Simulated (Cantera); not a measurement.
Hydrocarbon pyrolysis for carbon deposition

An isothermal, constant-pressure homogeneous reactor starts with CH4 : N2 = 9.9 : 7.5 (molar parts), at 1825 K and 0.340 bar.

Detailed kinetics in Cantera: GRI-Mech 3.0 (53 species, 325 reactions). GRI-Mech 3.0 stops at C3 and has no aromatics, soot or wall deposition, so with more carbon than oxygen in the feed, carbon stays in small species such as C2H2 where larger ones or solid carbon would form.

| t (s) | x CH4 | x C2H2 | x H | x HCN | x H2 |
|---|---|---|---|---|---|
| 3.00e-6 | 0.569 | 4.39e-12 | 2.68e-6 | <1e-12 | 6.27e-5 |
| 1.20e-5 | 0.568 | 2.50e-9 | 2.79e-6 | <1e-12 | 0.000262 |
| 4.79e-5 | 0.566 | 9.72e-7 | 4.49e-6 | 6.16e-12 | 0.00125 |
| 0.000192 | 0.547 | 0.000312 | 2.45e-5 | 3.59e-10 | 0.0134 |
| 0.000766 | 0.390 | 0.0299 | 0.000159 | 2.29e-8 | 0.151 |
| 0.00306 | 0.183 | 0.117 | 0.000310 | 1.40e-7 | 0.364 |
| 0.0122 | 0.0606 | 0.161 | 0.000445 | 4.40e-7 | 0.484 |
| 0.0490 | 0.0150 | 0.176 | 0.000530 | 9.44e-7 | 0.529 |
| 0.196 | 0.00414 | 0.179 | 0.000556 | 1.55e-6 | 0.539 |
| 0.783 | 0.00276 | 0.180 | 0.000559 | 2.70e-6 | 0.541 |
| 3.13 | 0.00275 | 0.180 | 0.000559 | 7.66e-6 | 0.541 |
| 12.5 | 0.00275 | 0.180 | 0.000559 | 3.30e-5 | 0.541 |
| 50.0 | 0.00275 | 0.180 | 0.000559 | 0.000144 | 0.541 |
x: mole fraction; the columns are a selection and need not sum to one.

Equilibrium at this temperature and pressure: CH4 0.00232, C2H2 0.127, H 0.000560, HCN 0.105, H2 0.541 (gas phase only).
